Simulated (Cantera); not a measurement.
Input: 1 mol FeS2, 10 mol O2, 1.9 mol CO2, held at 7300 Pa.

These are equilibrium values from Cantera (NASA tables, ideal gas, pure condensed phases), not measurements of a reactor. Candidate condensed phases: C, Fe, Fe(CO)5, FeO, FeS, FeSO4, FeS2, Fe2O3, Fe2(SO4)3, Fe3O4, S; 25 gas species. Equilibrium is a limit: real reactors are often held back by kinetics, nucleation or transport.

### Question
Which condensed phases are stable at each of these points (T (K)): 823, 873, 923, 973, 1023, 1073, 1123, 1173, 1223, 1273?

### Answer
```json
[
 {"T (K)": "823", "condensed phases": "Fe2(SO4)3(s)", "Fe condensed (%)": "100.0"},
 {"T (K)": "873", "condensed phases": "Fe2O3(s)", "Fe condensed (%)": "100.0"},
 {"T (K)": "923", "condensed phases": "Fe2O3(s)", "Fe condensed (%)": "100.0"},
 {"T (K)": "973", "condensed phases": "Fe2O3(s)", "Fe condensed (%)": "100.0"},
 {"T (K)": "1023", "condensed phases": "Fe2O3(s)", "Fe condensed (%)": "100.0"},
 {"T (K)": "1073", "condensed phases": "Fe2O3(s)", "Fe condensed (%)": "100.0"},
 {"T (K)": "1123", "condensed phases": "Fe2O3(s)", "Fe condensed (%)": "100.0"},
 {"T (K)": "1173", "condensed phases": "Fe2O3(s)", "Fe condensed (%)": "100.0"},
 {"T (K)": "1223", "condensed phases": "Fe2O3(s)", "Fe condensed (%)": "100.0"},
 {"T (K)": "1273", "condensed phases": "Fe2O3(s)", "Fe condensed (%)": "100.0"}
]
```

At 823 K the condensed part is Fe2(SO4)3(s). From 873 K to 1273 K the condensed part is Fe2O3(s).
